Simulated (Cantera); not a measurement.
An adiabatic, constant-pressure homogeneous reactor starts with CH₄ : O₂ : N₂ : H₂O = 1 : 2.47 : 9.28 : 2 (molar parts), at 1675 K and 83000 Pa. Integrator tolerance rtol = 1e-08.

Cantera simulation using GRI-Mech 3.0 (53 species, 325 reactions); the numbers are that mechanism's predictions, not measurements.

What does this change do: pressure from 83000 Pa to 100000 Pa?


```csv
quantity,before,after
time of steepest temperature rise,0.325 ms,0.280 ms
temperature at 0.300 s,2599 K,2610 K
equilibrium temperature,2599 K,2610 K
x(CH₄) at 0.300 s,<1e-12 (gas-phase equilibrium <1e-12),<1e-12 (gas-phase equilibrium <1e-12)
x(O₂) at 0.300 s,0.0352 (gas-phase equilibrium 0.0352),0.0348 (gas-phase equilibrium 0.0348)
x(H₂O) at 0.300 s,0.238 (gas-phase equilibrium 0.238),0.239 (gas-phase equilibrium 0.239)
x(NO) at 0.300 s,0.00981 (gas-phase equilibrium 0.00981),0.00993 (gas-phase equilibrium 0.00993)
x(N₂O) at 0.300 s,4.36e-7 (gas-phase equilibrium 4.36e-7),4.85e-7 (gas-phase equilibrium 4.85e-7)
x(CH₂) at 0.300 s,<1e-12 (gas-phase equilibrium <1e-12),<1e-12 (gas-phase equilibrium <1e-12)
```

What does this change do: pressure from 83000 Pa to 42000 Pa?


| quantity | before | after |
|---|---|---|
| time of steepest temperature rise | 0.325 ms | 0.576 ms |
| temperature at 0.300 s | 2599 K | 2558 K |
| equilibrium temperature | 2599 K | 2558 K |
| x(CH₄) at 0.300 s | <1e-12 (gas-phase equilibrium <1e-12) | <1e-12 (gas-phase equilibrium <1e-12) |
| x(O₂) at 0.300 s | 0.0352 (gas-phase equilibrium 0.0352) | 0.0366 (gas-phase equilibrium 0.0366) |
| x(H₂O) at 0.300 s | 0.238 (gas-phase equilibrium 0.238) | 0.234 (gas-phase equilibrium 0.234) |
| x(NO) at 0.300 s | 0.00981 (gas-phase equilibrium 0.00981) | 0.00933 (gas-phase equilibrium 0.00933) |
| x(N₂O) at 0.300 s | 4.36e-7 (gas-phase equilibrium 4.36e-7) | 2.95e-7 (gas-phase equilibrium 2.95e-7) |
| x(CH₂) at 0.300 s | <1e-12 (gas-phase equilibrium <1e-12) | <1e-12 (gas-phase equilibrium <1e-12) |

What does this change do: 0.026 parts H2 added?


```csv
quantity,before,after
time of steepest temperature rise,0.325 ms,0.303 ms
temperature at 0.300 s,2599 K,2602 K
equilibrium temperature,2599 K,2602 K
x(CH₄) at 0.300 s,<1e-12 (gas-phase equilibrium <1e-12),<1e-12 (gas-phase equilibrium <1e-12)
x(O₂) at 0.300 s,0.0352 (gas-phase equilibrium 0.0352),0.0346 (gas-phase equilibrium 0.0346)
x(H₂O) at 0.300 s,0.238 (gas-phase equilibrium 0.238),0.239 (gas-phase equilibrium 0.239)
x(NO) at 0.300 s,0.00981 (gas-phase equilibrium 0.00981),0.00977 (gas-phase equilibrium 0.00977)
x(N₂O) at 0.300 s,4.36e-7 (gas-phase equilibrium 4.36e-7),4.34e-7 (gas-phase equilibrium 4.34e-7)
x(CH₂) at 0.300 s,<1e-12 (gas-phase equilibrium <1e-12),<1e-12 (gas-phase equilibrium <1e-12)
```
